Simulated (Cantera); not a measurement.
A closed system holds: 1 mol CuF₂, 1.1 mol H₂, held at 1475 K and 0.580 Pa.

Equilibrium computed with Cantera from the NASA thermochemical tables; the gas is ideal and each condensed phase is pure. Candidate condensed phases: Cu, CuF₂; 15 gas species. Kinetics and transport are ignored.

Base state: HF 0.642, Cu 0.319, H₂ 0.0341, CuF 0.00458, H 0.000995, Cu₂ 3.65e-5 (mole fractions); condensed: gas only.

Question: What changes in the equilibrium state with this change: H₂ from 1.1 to 7.3 mol?

Answer: 
| species | before | after |
|---|---|---|
| H₂ | 0.0341 | 0.674 |
| HF | 0.642 | 0.214 |
| Cu | 0.319 | 0.107 |
| CuF | 0.00458 | 0.000116 |
| Cu₂ | 3.65e-5 | 4.13e-6 |
| H | 0.000995 | 0.00442 |

Question: What changes in the equilibrium state with this change: 0.2 mol CH₄ added?

Answer: 
```tsv
species	before	after
HF	0.642	0.570
Cu	0.319	0.284
H₂	0.0341	0.143
CuF	0.00458	0.00177
H	0.000995	0.00203
Cu₂	3.65e-5	2.90e-5
C(graphite), mol	0	0.200
```
Further candidate phases: C, C₆H₆, C₇H₈, C₈H₁₈.

Question: What changes in the equilibrium state with this change: temperature from 1475 K to 1125 K?

Answer: 
| species | before | after |
|---|---|---|
| HF | 0.642 | 0.952 |
| H₂ | 0.0341 | 0.0476 |
| Cu | 0.319 | 0.000230 |
| Cu₂ | 3.65e-5 | 2.59e-9 |
| H | 0.000995 | 4.03e-6 |
| CuF | 0.00458 | 2.90e-5 |
| Cu(s), mol | 0 | 0.999 |
